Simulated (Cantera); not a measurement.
A closed system holds: 1 mol Pb, 0.34 mol O2, 0.94 mol H2, at 0.133 bar.

Cantera equilibrium calculation (NASA polynomials, part measured and part estimated; ideal gas, pure solids and liquids). Candidate condensed phases: H2O, Pb, PbO, PbO2, Pb3O4; 12 gas species. The numbers say what is thermodynamically allowed, not how fast it happens.

log p: log10 of the partial pressure in bar; n: condensed amount in mol.

```json
[
 {"T (K)": "523", "log p H2O": "-1.02", "log p H2": "-1.43", "log p Pb": "<-12", "log p PbO": "<-12", "log p Pb2": "<-12", "n Pb(s)": "1.00", "n Pb(l)": "0"},
 {"T (K)": "623", "log p H2O": "-1.02", "log p H2": "-1.43", "log p Pb": "-10.68", "log p PbO": "<-12", "log p Pb2": "<-12", "n Pb(s)": "0", "n Pb(l)": "1.00"},
 {"T (K)": "723", "log p H2O": "-1.02", "log p H2": "-1.43", "log p Pb": "-8.51", "log p PbO": "<-12", "log p Pb2": "<-12", "n Pb(s)": "0", "n Pb(l)": "1.00"},
 {"T (K)": "823", "log p H2O": "-1.02", "log p H2": "-1.43", "log p Pb": "-6.87", "log p PbO": "<-12", "log p Pb2": "<-12", "n Pb(s)": "0", "n Pb(l)": "1.000"},
 {"T (K)": "923", "log p H2O": "-1.02", "log p H2": "-1.43", "log p Pb": "-5.60", "log p PbO": "-11.27", "log p Pb2": "-11.64", "n Pb(s)": "0", "n Pb(l)": "1.000"},
 {"T (K)": "1023", "log p H2O": "-1.02", "log p H2": "-1.43", "log p Pb": "(withheld)", "log p PbO": "(withheld)", "log p Pb2": "(withheld)", "n Pb(s)": "0", "n Pb(l)": "1.000"},
 {"T (K)": "1123", "log p H2O": "-1.02", "log p H2": "-1.43", "log p Pb": "(withheld)", "log p PbO": "(withheld)", "log p Pb2": "(withheld)", "n Pb(s)": "0", "n Pb(l)": "0.999"},
 {"T (K)": "1223", "log p H2O": "-1.02", "log p H2": "-1.44", "log p Pb": "-3.04", "log p PbO": "-7.02", "log p Pb2": "-7.37", "n Pb(s)": "0", "n Pb(l)": "0.994"},
 {"T (K)": "1323", "log p H2O": "-1.03", "log p H2": "-1.44", "log p Pb": "-2.45", "log p PbO": "-6.03", "log p Pb2": "-6.39", "n Pb(s)": "0", "n Pb(l)": "0.975"},
 {"T (K)": "1423", "log p H2O": "-1.05", "log p H2": "-1.47", "log p Pb": "-1.95", "log p PbO": "-5.18", "log p Pb2": "-5.55", "n Pb(s)": "0", "n Pb(l)": "0.914"}
]
```

Task: What belongs in the gaps?

Result: 
- 1123, log p Pb: -3.74
- 1123, log p PbO: -8.18
- 1123, log p Pb2: -8.53
- 1023, log p Pb: -4.57
- 1023, log p PbO: -9.57
- 1023, log p Pb2: -9.93
